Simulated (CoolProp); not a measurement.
Vapour-liquid equilibrium of hydrogen chloride (1) + ethane (2) at 1.4 MPa; x and y are mole fractions of (1).

Computed with CoolProp (multi-fluid Helmholtz-energy mixture model, Thol 2018 and Bücker 2006; pair parameters Bell 2016).

```csv
x,bubble temperature (°C),y at the bubble point,dew temperature at overall composition x (°C),liquid density (mol/L)
0.05,-23.1,0.099,___,15.18
0.2,-28.0,0.302,-25.6,16.47
0.35,___,___,-28.9,17.87
0.5,-30.8,0.513,-30.8,19.52
0.65,-30.5,0.593,-29.8,___
0.8,___,0.695,___,23.92
0.95,-24.6,0.888,___,26.67
```

**Question.** Complete the blanks.

**Answer.** 
- 0.05, dew temperature at overall composition x (°C): -21.9
- 0.35, bubble temperature (°C): -30.1
- 0.35, y at the bubble point: 0.425
- 0.65, liquid density (mol/L): 21.52
- 0.8, bubble temperature (°C): -29.0
- 0.8, dew temperature at overall composition x (°C): -26.7
- 0.95, dew temperature at overall composition x (°C): -23.0

y crosses x between x = 0.5 and 0.65: the model has an azeotrope there.

The pair parameters rest on a limited set of measurements; away from them the model extrapolates.
